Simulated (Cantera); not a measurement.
Gas mixture: C₂H₄ : CO₂ = 0.97 : 0.92 (molar parts), at 105 Torr, frozen composition.

Cantera's kinetic-theory transport with the Lennard-Jones parameters of GRI-Mech 3.0, ideal gas; thermal conductivity in the multicomponent form. The composition is frozen, though it would react at the higher temperatures.

One state of this run: ρ (kg/m³) = 0.0603; cp (J/kg/K) = 2086; μ (µPa s) = 34.9; λ (mW/m/K) = 98.4; Pr = 0.740; D (cm²/s) H₂ = 36.0; D (cm²/s) C₂H₂ = 7.98; D (cm²/s) NO = 9.39. D: mixture-averaged diffusion coefficient of that species in the mixture.

Problem. Which value of T (K) does it belong to?
A. 1150
B. 1000
C. 850
D. 550

Solution. B, 1000
